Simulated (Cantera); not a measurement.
A closed system holds: 1 mol SiO2, 1.9 mol MgO, 0.25 mol H2O, 0.00036 mol NH3, at 240000 Pa.

Method: chemical equilibrium by Gibbs-energy minimisation in Cantera with the NASA 1993 tables (ideal gas, pure condensed phases). Candidate condensed phases: H2O, Mg, MgO, Mg(OH)2, MgSiO3, Mg2SiO4, Si, SiO2, Si2N2O, Si3N4; 42 gas species. Mutual solubility and eutectic melting of coexisting phases are not modelled. Condensed phases not in the tables: alloys, solid solutions and most ternary compounds. Kinetics and transport are ignored.

Question: At 1400 K, list the 3 most abundant gas species with their mole fractions, and the condensed phases.

Answer: H2O 0.997, H2 0.00215, N2 0.000718. Condensed: MgSiO3(s) + Mg2SiO4(s).
